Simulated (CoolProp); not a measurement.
The numbers come from the reference Helmholtz-energy equation of state, Lemmon 2005 in CoolProp.

Give the vapour pressure (MPa), liquid viscosity (µPa s), liquid conductivity (mW/(m K)) of saturated R125 at 241.8, 291.6 K.


```csv
T (K),p (MPa),liquid viscosity (µPa s),liquid conductivity (mW/(m K))
241.8,0.216,319,83.6
291.6,1.16,156,62.1
```

Viscosity comes from a separate model (Huber 2006). Thermal conductivity comes from a separate model (Perkins 2006).
